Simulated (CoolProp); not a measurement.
A single-stage vapour-compression cycle with carbon dioxide: evaporating at 225.15 K (dew point), condensing at 252.15 K (bubble point), superheat 2 K, subcooling 0 K, compressor efficiency 0.85, no pressure losses. Each further row changes one setting.

Computed with CoolProp (reference Helmholtz-energy equation of state, Span 1996).

```tsv
case	cooling COP	pressure ratio	discharge temperature (K)	refrigerating effect (kJ/kg)	volumetric capacity (kJ/m³)
as stated	5.87	2.58	294.1	283	5410
evaporating temperature 230.15 K	7.56	2.13	285.3	284	6570
condensing temperature 247.15 K	7.45	2.20	282.1	294	5610
subcooling 5 K	6.09	2.58	294.1	294	5620
superheat 12 K	5.72	2.58	306.4	292	5270
compressor efficiency 0.75	5.18	2.58	300.4	283	5410
```
